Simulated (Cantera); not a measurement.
## Ignition delay

Mixture: CH4 : O2 : N2 = 1 : 3.85 : 9.8 (molar parts), equivalence ratio 0.52, at 79000 Pa, adiabatic and at constant pressure. Ignition delay is the time to a rise of 400 K.

Detailed kinetics in Cantera: GRI-Mech 3.0 (53 species, 325 reactions).

```csv
T0 (K),delay (ms)
1150,59.8
1250,14.1
1350,3.99
1450,1.37
1550,0.567
1650,0.272
1750,0.145
1850,0.0833
1950,0.0509
```

The apparent activation energy between 1750 and 1950 K is 150 kJ/mol.
